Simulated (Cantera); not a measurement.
Cantera run:

```python
import numpy as np
import cantera as ct

gas_names = """
    B BN BO BO2 B2 B2O B2O2 B2O3 N NO NO2 NO3 N2 N2O O O2 O3
""".split()
cond_names = """
    B(b) B(L) BN(s) B2O3(L)
""".split()


def load(file, names, dense=False):
    # The tables refer to 1 bar. Condensed volumes are neglected.
    table = {s.name: s for s in ct.Species.list_from_file(file)}
    out = []
    for n in names:
        d = dict(table[n].input_data)
        d["thermo"] = dict(d["thermo"], **{"reference-pressure": 1e5})
        if dense:
            d["equation-of-state"] = {"model": "constant-volume", "density": "1e6 g/cm^3"}
        out.append(ct.Species.from_dict(d))
    return out


gas = ct.Solution(thermo="ideal-gas", species=load("nasa_gas.yaml", gas_names))
cond = {s.name: ct.Solution(thermo="fixed-stoichiometry", species=[s], name=s.name)
        for s in load("nasa_condensed.yaml", cond_names, dense=True)}
atoms = {
    'B': {'B': 1},
    'O2': {'O': 2},
    'N2': {'N': 2},
}
top_T = {'BN(s)': 3200}  # K; cautious upper limits of use, not melting points


def equilibrate(T, P, feed):
    n = {}
    for name, mol in feed.items():
        for a, k in atoms[name].items():
            n[a] = n.get(a, 0.0) + k * mol
    gas.TPX = T, P, n
    mass = sum(n.values()) * gas.mean_molecular_weight
    gas.equilibrate("TP")
    valid = [c for c in cond.values() if c.min_temp <= T <= top_T.get(c.name, c.max_temp)]
    mix = ct.Mixture([(gas, mass / gas.mean_molecular_weight)] + [(c, 0.0) for c in valid])
    mix.T, mix.P = T, P
    mix.equilibrate("TP", solver="vcs", rtol=1e-11, max_steps=5000)
    return mix


results = []
feed = {'B': 1, 'O2': 0.3, 'N2': 42}  # mol
P = 2700  # Pa
for T in [1048, 1148, 1248, 1348, 1448, 1548, 1648]:
    mix = equilibrate(T, P, feed)
    results.append((T, P, feed, dict(zip(mix.species_names, mix.species_moles))))
    x = sorted(zip(gas.X, gas.species_names), reverse=True)
    print(f"T = {T:g} K  P = {P:g} Pa  gas = {mix.phase_moles(0):.4g} mol")
    print("   x: " + "  ".join(f"{s} {v:.3e}" for v, s in x if v > 0.001))
    print("   condensed (mol): " + ("  ".join(f"{mix.phase(i).name} {mix.phase_moles(i):.4g}"
          for i in range(1, mix.n_phases) if mix.phase_moles(i) > 1e-12) or "none"))
```

Result:

```
T = 1048 K  P = 2700 Pa  gas = 41.7 mol
   x: N2 1.000e+00
   condensed (mol): BN(s) 0.6  B2O3(L) 0.2
T = 1148 K  P = 2700 Pa  gas = 41.7 mol
   x: N2 1.000e+00
   condensed (mol): BN(s) 0.6  B2O3(L) 0.2
T = 1248 K  P = 2700 Pa  gas = 41.7 mol
   x: N2 1.000e+00
   condensed (mol): BN(s) 0.6  B2O3(L) 0.1999
T = 1348 K  P = 2700 Pa  gas = 41.7 mol
   x: N2 1.000e+00
   condensed (mol): BN(s) 0.6  B2O3(L) 0.199
T = 1448 K  P = 2700 Pa  gas = 41.71 mol
   x: N2 9.997e-01
   condensed (mol): BN(s) 0.5999  B2O3(L) 0.1887
T = 1548 K  P = 2700 Pa  gas = 41.79 mol
   x: N2 9.978e-01  B2O3 2.077e-03
   condensed (mol): BN(s) 0.5977  B2O3(L) 0.1109
T = 1648 K  P = 2700 Pa  gas = 41.92 mol
   x: N2 9.950e-01  B2O3 4.443e-03
   condensed (mol): BN(s) 0.5863
```

Equilibrium computed with Cantera from the NASA thermochemical tables; the gas is ideal and each condensed phase is pure. N2 is the only nitrogen source here; it is nearly inert below about 1500 K, so the nitride shown seldom forms there in practice. Mutual solubility and eutectic melting of coexisting phases are not modelled.
